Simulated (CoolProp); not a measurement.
Saturated liquid density (kg/m³) of ammonia: the reference equation beside estimates from Tc = 132.4 °C, pc = 113.6 bar, ω = 0.256. Rackett uses Z = 0.29056 − 0.08775 ω.

Values from CoolProp's reference Helmholtz-energy equation of state, Gao 2020.

| T (°C) | reference | Rackett | van der Waals | Redlich-Kwong | Soave-Redlich-Kwong | Peng-Robinson |
|---|---|---|---|---|---|---|
| 24.35 | 603.9 | 527.6 | 317.7 | 457.3 | 477.4 | 541.0 |
| 32.55 | 591.4 | 517.1 | 311.4 | 446.0 | 466.4 | 528.9 |
| 40.75 | 578.4 | 506.2 | 304.8 | 434.1 | 454.7 | 515.9 |
| 48.95 | 564.8 | 494.8 | 297.8 | 421.7 | 442.4 | 502.0 |
| 57.15 | 550.5 | 482.9 | 290.5 | 408.5 | 429.1 | 487.1 |
| 65.35 | 535.3 | 470.3 | 282.8 | 394.5 | 414.9 | 470.9 |
| 73.55 | 519.2 | 456.9 | 274.5 | 379.7 | 399.6 | 453.4 |
| 81.75 | 501.9 | 442.6 | 265.7 | 363.7 | 382.9 | 434.3 |
| 89.95 | 483.0 | 427.1 | 256.0 | 346.4 | 364.7 | 413.2 |
| 98.15 | 461.9 | 409.9 | 245.4 | 327.5 | 344.4 | 389.6 |

Absolute difference from the reference over all 10 rows, mean and median: Rackett 12.1 and 12.2 %, van der Waals 47.2 and 47.2 %, Redlich-Kwong 26.3 and 26.0 %, Soave-Redlich-Kwong 22.6 and 22.3 %, Peng-Robinson 12.3 and 11.8 %.
